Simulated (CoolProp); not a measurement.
Vapour-liquid equilibrium of CH2F2 (R32) (1) + R227EA (2) at 278 K; x and y are mole fractions of (1).

The numbers come from the multi-fluid Helmholtz-energy mixture model, Tillner-Roth 1997 and Lemmon 2016; pair parameters Bell 2016 in CoolProp.

```csv
x,bubble pressure (MPa),y at the bubble point,dew pressure at overall composition x (MPa),liquid density (mol/L)
0.05,0.2733,0.175,0.2435,8.902
0.125,0.3355,0.366,0.2605,9.333
0.2,0.3984,0.500,0.2800,9.800
0.275,0.4603,0.597,0.3027,10.31
0.35,0.5199,0.671,0.3292,10.87
0.425,0.5765,0.728,0.3607,11.49
0.5,0.6301,0.775,0.3985,12.17
0.575,0.6810,0.815,0.4446,12.94
0.65,0.7296,0.851,0.5017,13.81
0.725,0.7766,0.883,0.5728,14.79
0.8,0.8229,0.914,0.6609,15.93
0.875,0.8690,0.945,0.7648,17.24
0.95,0.9156,0.978,0.8757,18.78
```

No azeotrope shows between x = 0.05 and 0.95.

Pair parameters are fitted to limited data, so mixtures are less certain than the pure fluids.
